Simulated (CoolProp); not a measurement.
A simple Rankine cycle with cyclopropane: condensing at 314.15 K, boiler at 3.3 MPa, turbine inlet 369.5 K, turbine efficiency 0.75, pump efficiency 0.7, no recuperator. Each further row changes one setting.

Model: reference Helmholtz-energy equation of state, Polt 1992, in CoolProp. This equation is an older, rougher fit; its heat capacities, sound speeds and derivatives of the liquid may be far off and weren't checked against measurements.

```csv
case,thermal efficiency (%),net work (kJ/kg),heat in (kJ/kg),turbine exit temperature (K),volume ratio over the turbine
as stated,8.7,35.0,404,314.1,3.25
turbine inlet 389.5 K,9.1,41.7,459,336.6,3.11
condensing temperature 306.15 K,9.9,41.9,422,306.1,3.95
boiler pressure 2.31 MPa,6.6,29.1,444,334.9,2.12
turbine efficiency 0.65,7.3,29.6,404,314.1,3.29
```

The expansion ends wet for: as stated; condensing temperature 306.15 K; turbine efficiency 0.65.
